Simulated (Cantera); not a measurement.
Feed: 1 mol SiO2, 21 mol H2, 16 mol N2, held at 2198 K and 75.0 Torr.

Method: chemical equilibrium by Gibbs-energy minimisation in Cantera with the NASA 1993 tables (ideal gas, pure condensed phases). Candidate condensed phases: H2O, Si, SiO2, Si2N2O, Si3N4; 35 gas species. Rates play no part.

Base state: H2 0.517, N2 0.418, SiO 0.0261, H2O 0.0260, H 0.0127, OH 8.88e-5 (mole fractions); condensed: gas only.

Question: What changes in the equilibrium state with this change: temperature from 2198 K to 1823.15 K?

Answer: 
```tsv
species	before	after
H2	0.517	0.560
N2	0.418	0.430
SiO	0.0261	0.00438
H2O	0.0260	0.00438
H	0.0127	0.00103
OH	8.88e-5	5.59e-7
SiO2(condensed), mol	0	0.837
```
The tables hold silica as quartz up to 1696 K and as liquid above; real silica turns to tridymite and cristobalite and melts near 1996 K.
